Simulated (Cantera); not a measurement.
Source: NASA polynomial tables (part measured, part estimated), evaluated in Cantera. Values are per mole of reaction as written; species without (g) are pure solids or liquids, kept so even where they would boil at 1 bar. ZrN: taken at fixed stoichiometry.

2 ZrO2(g) + 2 NH3(g) → 2 H2O2(g) + 2 ZrN + H2(g)

| T (K) | ΔH° (kJ) | ΔS° (J/K) | ΔG° (kJ) | log10 K |
|---|---|---|---|---|
| 300 | … | … | … | … |
| 375 | -336.3 | -247.9 | -243.4 | 33.90 |
| 475 | … | … | … | … |
| 575 | -329.2 | -232.6 | -195.4 | 17.75 |
| 675 | -325.5 | -226.8 | -172.4 | 13.34 |
| 775 | -321.9 | -221.8 | -150.0 | 10.11 |

### Question
What belongs in the gaps?

### Answer

- 300, ΔH° (kJ): -338.8
- 300, ΔS° (J/K): -255.3
- 300, ΔG° (kJ): -262.2
- 300, log10 K: 45.66
- 475, ΔH° (kJ): -332.8
- 475, ΔS° (J/K): -239.6
- 475, ΔG° (kJ): -219.0
- 475, log10 K: 24.08
